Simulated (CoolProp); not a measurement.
Vapour-liquid equilibrium of dimethyl carbonate (1) + n-decane (2) at 495.5 K; x and y are mole fractions of (1).

Values from CoolProp's multi-fluid Helmholtz-energy mixture model, Zhou 2011 and Lemmon 2006; pair parameters Bell 2016.

```tsv
x	bubble pressure (kPa)	y at the bubble point	dew pressure at overall composition x (kPa)	liquid density (mol/L)
0.05	467.4	0.349	316.9	4.003
0.125	688.3	0.560	345.4	4.152
0.2	872.4	0.656	378.9	4.312
0.275	1025	0.713	419.0	4.486
0.35	1153	0.751	467.8	4.676
0.425	1264	0.781	528.9	4.888
0.5	1363	0.806	607.6	5.127
0.575	1456	0.829	712.4	5.400
0.65	1545	0.852	857.4	5.719
0.725	1634	0.877	1064	6.096
0.8	1723	0.904	1340	6.547
0.875	1813	0.936	1627	7.091
0.95	1903	0.972	1851	7.753
```

No azeotrope shows between x = 0.05 and 0.95.

The pair parameters rest on a limited set of measurements; away from them the model extrapolates.
